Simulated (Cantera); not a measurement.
Feed: 1 mol TEOS, 13 mol H₂O, held at 1375 K and 13.3 mbar.

Equilibrium computed with Cantera from the NASA thermochemical tables; the gas is ideal and each condensed phase is pure. Candidate condensed phases: C, C₆H₆, C₇H₈, C₈H₁₈, H₂O, Si, SiC, SiO₂; 123 gas species. The feed counts by its element totals alone. The tables hold silica as quartz up to 1696 K and as liquid above; real silica turns to tridymite and cristobalite and melts near 1996 K. Rates play no part.

Q: What is the equilibrium state?

A: 
| Property | Result |
|---|---|
| x(H₂) | 0.553 |
| x(CO) | 0.221 |
| x(H₂O) | 0.189 |
| x(CO₂) | 0.0366 |
| x(H) | 2.21e-5 |
| n(SiO₂(β-quartz)) | 1.00 mol |
| gas amount | 31.00 mol |
| log10 activity of C(graphite) (absent) | -4.40 |
| log10 activity of Si(s) (absent) | -11.30 |
